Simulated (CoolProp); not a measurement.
Model: reference Helmholtz-energy equation of state, Gao 2016, in CoolProp.

Problem. For sulfur dioxide, give the phase and the isothermal compressibility (1/MPa), expansivity (1/kK) at 70.85 °C and 2.73 MPa; 251.85 °C and 2.73 MPa.

Solution. 
- 70.85 °C and 2.73 MPa: liquid; isothermal compressibility 0.00327, expansivity 2.85
- 251.85 °C and 2.73 MPa: gas; isothermal compressibility 0.390, expansivity 2.39
